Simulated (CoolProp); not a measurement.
A Linde-Hampson liquefier for nitrogen: isothermal reversible compression at 230 K from 1 atm to 20 MPa, throttling to 1 atm, return gas leaving the recuperator 10 K below the feed. Each further row changes one setting.

Computed with CoolProp (reference Helmholtz-energy equation of state, Span 2000).

```csv
case,liquid yield per pass,compression work (kJ/kg of gas)
as stated,___,351
high pressure 40 MPa,___,___
warm-end temperature 260 K,___,___
warm-end gap 15 K,___,351
```

Complete the blanks.


- as stated, liquid yield per pass: 0.136
- high pressure 40 MPa, liquid yield per pass: 0.166
- high pressure 40 MPa, compression work (kJ/kg of gas): 403
- warm-end temperature 260 K, liquid yield per pass: 0.090
- warm-end temperature 260 K, compression work (kJ/kg of gas): 404
- warm-end gap 15 K, liquid yield per pass: 0.123
